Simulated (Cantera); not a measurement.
Cantera run:

```python
import numpy as np
import cantera as ct

gas_names = [...]  # 113 gases of nasa_gas.yaml made of C, H, O, Ta
cond_names = """
    C(gr) C6H6(L) C7H8(L) C8H18(L),n-octa H2O(s) H2O(L) Ta(cr) Ta(L) TaC(s) TaC(L) Ta2O5(s) Ta2O5(L)
""".split()


# ... load() reads the species with a 1 bar reference pressure and builds the phases ...
atoms = {
    'Ta(OEt)5': {'Ta': 1, 'C': 10, 'H': 25, 'O': 5},
    'H2O': {'H': 2, 'O': 1},
    'H2': {'H': 2},
}
top_T = {'C(gr)': 4500}  # K; cautious upper limits of use, not melting points


# ... equilibrate(T, P, feed) seeds the gas with the atoms and calls Mixture.equilibrate('TP', solver="vcs", rtol=1e-11, max_steps=5000) ...
results = []
feed = {'Ta(OEt)5': 1, 'H2O': 0.69, 'H2': 1.8}  # mol
P = 13332.2  # Pa
for T in [1300, 1400, 1500, 1600, 1700, 1800, 1900, 2000, 2100, 2200, 2300, 2400]:
    mix = equilibrate(T, P, feed)
    results.append((T, P, feed, dict(zip(mix.species_names, mix.species_moles))))

top = {s: max(r[3][s] / sum(r[3][g] for g in gas_names) for r in results) for s in gas_names}
cols = sorted((s for s in top if top[s] > 0.0001), key=lambda s: -top[s])[:7]
seen = [c for c in cond_names if any(r[3].get(c, 0) > 1e-12 for r in results)]
print("log10 of partial pressures in bar; condensed amounts in mol")
print(f"{'T/K':>10s}" + "".join(f"{s[:9]:>10s}" for s in cols + seen))
for T, P, feed, n in results:
    ng = sum(n[g] for g in gas_names)
    print(f"{T:10.4g}" + "".join(f"{np.log10(max(n[s] / ng * P / 1e5, 1e-99)):10.3f}" for s in cols)
          + "".join(f"{n.get(c, 0):10.4g}" for c in seen))
```

Result:

```
log10 of partial pressures in bar; condensed amounts in mol
       T/K        H2        CO         H C2H2,acet       CH4       H2O     C(gr)    TaC(s)
      1300    -1.015    -1.436    -6.464    -7.255    -4.135    -4.491     3.305         1
      1400    -1.015    -1.436    -5.821    -6.614    -4.395    -4.880     3.306         1
      1500    -1.015    -1.436    -5.262    -6.060    -4.620    -5.216     3.307         1
      1600    -1.015    -1.436    -4.772    -5.576    -4.817    -5.509     3.307         1
      1700    -1.015    -1.436    -4.339    -5.149    -4.991    -5.767     3.306         1
      1800    -1.015    -1.436    -3.954    -4.771    -5.145    -5.996     3.304         1
      1900    -1.016    -1.436    -3.608    -4.434    -5.282    -6.201     3.298         1
      2000    -1.017    -1.436    -3.297    -4.132    -5.407    -6.385     3.286         1
      2100    -1.019    -1.437    -3.016    -3.860    -5.520    -6.552     3.266         1
      2200    -1.023    -1.438    -2.761    -3.614    -5.626    -6.705     3.233         1
      2300    -1.028    -1.440    -2.528    -3.393    -5.726    -6.848     3.182         1
      2400    -1.037    -1.443    -2.317    -3.194    -5.824    -6.982     3.105         1
```

Equilibrium computed with Cantera from the NASA thermochemical tables; the gas is ideal and each condensed phase is pure. The feed counts by its element totals alone. TaC: taken at fixed stoichiometry. Condensed phases not in the tables: Ta2C.
